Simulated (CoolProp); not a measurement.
Vapour pressure (kPa) of R1336mzz(Z): the reference equation beside estimates from Tc = 444.5 K, pc = 2904 kPa, ω = 0.386. Clausius-Clapeyron is anchored at 324.1 K with a constant enthalpy of vaporisation of 25.60 kJ/mol.

Values from CoolProp's reference Helmholtz-energy equation of state, McLinden 2020.

```
T (K)  reference  Clausius-Clapeyron  van der Waals  Redlich-Kwong  Soave-Redlich-Kwong  Peng-Robinson
-----  ---------  ------------------  -------------  -------------  -------------------  -------------
317.4      148.1               151.1          643.7          299.6                148.3          148.0
324.1      184.6               184.6          714.4          354.9                185.3          184.4
330.8      227.8               223.8          789.9          417.1                229.1          227.5
337.5      278.4               269.2          870.3          486.6                280.5          278.0
344.2      337.1               321.5          955.8          563.8                340.3          336.8
350.9      404.9               381.4           1046          649.2                409.4          404.7
357.6      482.6               449.6           1142          743.1                488.8          482.8
364.3      571.2               526.7           1244          846.0                579.3          571.8
371        671.5               613.6           1350          958.2                681.9          672.8
377.7      784.6               710.9           1463           1080                797.6          787.0
```

Absolute difference from the reference over all 10 rows, mean and median: Clausius-Clapeyron 5.0 and 5.2 %, van der Waals 186.5 and 170.9 %, Redlich-Kwong 66.2 and 63.8 %, Soave-Redlich-Kwong 1.0 and 1.0 %, Peng-Robinson 0.1 and 0.1 %.
